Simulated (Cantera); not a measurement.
A perfectly stirred reactor is fed with H2 : O2 = 0.027 : 1 (molar parts), equivalence ratio 0.013, at 13.5 Torr; it is held at 1025 K, and followed from long to short residence time.

Model: GRI-Mech 3.0 (53 species, 325 reactions), integrated in Cantera. Radical loss at walls, strong at low pressure, is not modelled.

One state of this run: x H2 = 0.0170; x O2 = 0.967; x H2O2 = 2.39e-7; x HO2 = 6.02e-6; x O = 0.00442; x OH = 0.00166. x: mole fraction; the columns are a selection and need not sum to one.

Which value of τ (s) does it belong to?
A. 8.5
B. 0.00078
C. 0.60
D. 0.042

B, 0.00078
